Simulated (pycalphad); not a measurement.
# Effect of B content in Hf-B

CALPHAD calculation (pycalphad, COST 507 light-alloy database (1999)), 1 atm. The data set is of 1999 and partly superseded. Phase fractions are per mole of atoms. Kinetics are ignored, which matters at the lower temperatures.

| alloy | liquidus (K) | first solid | solidus (K) | phases at 600 K |
|---|---|---|---|---|
| Hf-0.1812B (wt.%) | 2453 | BCC_A2 | 2154 | HCP_A3 0.94, BM 0.06 |
| Hf-0.3735B (wt.%) | 2398 | BCC_A2 | 2154 | HCP_A3 0.88, BM 0.12 |
| Hf-0.5767B (wt.%) | 2334 | BCC_A2 | 2154 | HCP_A3 0.83, BM 0.17 |
| Hf-0.793B (wt.%) | 2259 | BCC_A2 | 2154 | HCP_A3 0.77, BM 0.23 |

Database names, with the compositions (at.%) that they take in these runs: BM: Hf 50 B 50. BCC_A2 is bcc; HCP_A3 is hcp.
